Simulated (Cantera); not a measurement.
**Abatement and gas-phase synthesis: HF + H₂O + O₂**

Charge: 1 mol HF, 0.14 mol H₂O, 3.1 mol O₂, at 200 Pa.

Cantera equilibrium calculation (NASA polynomials, part measured and part estimated; ideal gas, pure solids and liquids). Candidate condensed phases: H₂O; 22 gas species. Equilibrium is a limit: real reactors are often held back by kinetics, nucleation or transport.

From 2150 °C to 2450 °C nothing is condensed.

```csv
T (°C),log p O₂,log p O,log p HF,log p H,log p OH,log p F,log p H₂O
2150,-2.94,-3.48,-3.38,-4.53,-4.34,-5.12,-4.64
2175,-2.96,-3.43,-3.39,-4.48,-4.33,-5.05,-4.70
2200,-2.97,-3.38,-3.40,-4.43,-4.33,-4.98,-4.75
2225,-2.99,-3.34,-3.40,-4.38,-4.33,-4.92,-4.81
2250,-3.01,-3.29,-3.41,-4.33,-4.33,-4.85,-4.87
2275,-3.03,-3.25,-3.42,-4.29,-4.33,-4.78,-4.94
2300,-3.05,-3.21,-3.44,-4.25,-4.34,-4.72,-5.01
2325,-3.08,-3.18,-3.45,-4.21,-4.35,-4.65,-5.09
2350,-3.10,-3.14,-3.46,-4.17,-4.37,-4.59,-5.16
2375,-3.13,-3.11,-3.48,-4.14,-4.38,-4.53,-5.24
2400,-3.17,-3.08,-3.49,-4.10,-4.40,-4.47,-5.32
2425,-3.20,-3.05,-3.51,-4.07,-4.42,-4.41,-5.40
2450,-3.24,-3.02,-3.53,-4.04,-4.45,-4.36,-5.48
```
log p: log10 of the partial pressure in bar; nothing condenses.
